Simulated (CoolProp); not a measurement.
Vapour-liquid equilibrium of carbon dioxide (1) + propylene (2) at 245.4 K; x and y are mole fractions of (1).

The numbers come from the multi-fluid Helmholtz-energy mixture model, Span 1996 and Lemmon 2013; pair parameters Bell 2016 in CoolProp.

Problem. Give the bubble pressure and the first vapour's composition at x = 0.05, 0.5, 0.8. Is there an azeotrope?

Solution. x = 0.05: 348.5 kPa, y = 0.351; x = 0.5: 1072 kPa, y = 0.845; x = 0.8: 1350 kPa, y = 0.926. No azeotrope shows between x = 0.05 and 0.95.

Pair parameters are fitted to limited data, so mixtures are less certain than the pure fluids.
